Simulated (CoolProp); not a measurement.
200 sccm (0 °C, 1 atm) of nitrogen bubbles through liquid m-xylene at 312.6 K and leaves saturated at a total pressure of 0.027 MPa (ideal gas phase). Each further row changes one setting.

Computed with CoolProp (reference Helmholtz-energy equation of state, Zhou 2012).

```
case                      vapour pressure (kPa)  mole fraction of vapour  delivery (mg/min)  delivery (sccm)  change of delivery for a bath 1 K warmer (%)
------------------------  ---------------------  -----------------------  -----------------  ---------------  --------------------------------------------
as stated                                  2.46                      [?]                [?]              [?]                                           5.8
bath temperature 317.6 K                    [?]                      [?]                126             26.6                                           5.8
total pressure 0.054 MPa                   2.46                      [?]                [?]             9.56                                           [?]
```

**Question.** Fill in the missing entries.

**Answer.** 
- as stated, mole fraction of vapour: 0.0912
- as stated, delivery (mg/min): 95.1
- as stated, delivery (sccm): 20.1
- bath temperature 317.6 K, vapour pressure (kPa): 3.17
- bath temperature 317.6 K, mole fraction of vapour: 0.118
- total pressure 0.054 MPa, mole fraction of vapour: 0.0456
- total pressure 0.054 MPa, delivery (mg/min): 45.3
- total pressure 0.054 MPa, change of delivery for a bath 1 K warmer (%): 5.6
